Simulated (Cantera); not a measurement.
A closed system holds: 1 mol FeCl₃, a varied amount of H₂O, 40 mol H₂, equilibrated at 4.70 mbar.

Method: chemical equilibrium by Gibbs-energy minimisation in Cantera with the NASA 1993 tables (ideal gas, pure condensed phases). Candidate condensed phases: Fe, FeCl₂, FeCl₃, FeO, Fe(OH)₂, Fe(OH)₃, Fe₂O₃, Fe₃O₄, H₂O; 22 gas species. Mutual solubility and eutectic melting of coexisting phases are not modelled. The tables' stoichiometric FeO is somewhat more stable than real wüstite, so its field is too wide. FeO: taken at fixed stoichiometry. Rates play no part.

What condenses at these points (T in °C, n(H₂O) in mol): (1127, 4); (1827, 12); (1227, 12); (627, 12); (1627, 4); (827, 8.9); (627, 6.8)?


```json
[
 {"T (°C)": "1127", "n(H₂O) in mol": "4", "condensed phases": "Fe", "Fe condensed (%)": "87.8"},
 {"T (°C)": "1827", "n(H₂O) in mol": "12", "condensed phases": "gas only", "Fe condensed (%)": "0.0"},
 {"T (°C)": "1227", "n(H₂O) in mol": "12", "condensed phases": "Fe", "Fe condensed (%)": "85.5"},
 {"T (°C)": "627", "n(H₂O) in mol": "12", "condensed phases": "FeO", "Fe condensed (%)": "98.9"},
 {"T (°C)": "1627", "n(H₂O) in mol": "4", "condensed phases": "gas only", "Fe condensed (%)": "0.0"},
 {"T (°C)": "827", "n(H₂O) in mol": "8.9", "condensed phases": "Fe + FeO", "Fe condensed (%)": "94.2"},
 {"T (°C)": "627", "n(H₂O) in mol": "6.8", "condensed phases": "FeO", "Fe condensed (%)": "98.0"}
]
```
